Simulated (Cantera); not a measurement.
Input: 1 mol SiC, 0.21 mol N₂O, 14 mol N₂, held at 4.50 Pa.

Method: chemical equilibrium by Gibbs-energy minimisation in Cantera with the NASA 1993 tables (ideal gas, pure condensed phases). Candidate condensed phases: C, Si, SiC, SiO₂, Si₂N₂O, Si₃N₄; 34 gas species. Mutual solubility and eutectic melting of coexisting phases are not modelled. Equilibrium is a limit: real reactors are often held back by kinetics, nucleation or transport. All values below are at 1348 K.

Base state: N₂ 0.990, CO 0.00965, SiO 0.000450 (mole fractions); condensed: SiC(s) + Si₂N₂O(s).

Question: What changes in the equilibrium state with this change: SiC replaced by Si?

Answer: 
```csv
species,before,after
N₂,0.990,1.000
SiO,0.000450,0.000104
CO,0.00965,0
"SiC(s), mol",0.862,0
"Si₂N₂O(s), mol",0.0657,0.209
"Si₃N₄(s), mol",0,0.194
```
